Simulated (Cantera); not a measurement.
An adiabatic, constant-pressure homogeneous reactor starts with C3H8 : O2 : N2 = 1 : 4.55 : 59 (molar parts), at 1573 K and 0.987 atm.

Detailed kinetics in Cantera: GRI-Mech 3.0 (53 species, 325 reactions). GRI-Mech 3.0 was tuned for natural gas; its chemistry of propane as a main component is partial and can be far from experiment.

Q: Predict: time of steepest temperature rise; temperature at 0.800 s; equilibrium temperature; x(O2) at 0.800 s; x(NO) at 0.800 s; x(N2O) at 0.800 s.

A: 
| Quantity | Value |
|---|---|
| time of steepest temperature rise | 87.5 µs |
| temperature at 0.800 s | 2273 K |
| equilibrium temperature | 2273 K |
| x(O2) at 0.800 s | 0.000673 (gas-phase equilibrium 0.000673) |
| x(NO) at 0.800 s | 0.000895 (gas-phase equilibrium 0.000895) |
| x(N2O) at 0.800 s | 5.29e-8 (gas-phase equilibrium 5.29e-8) |
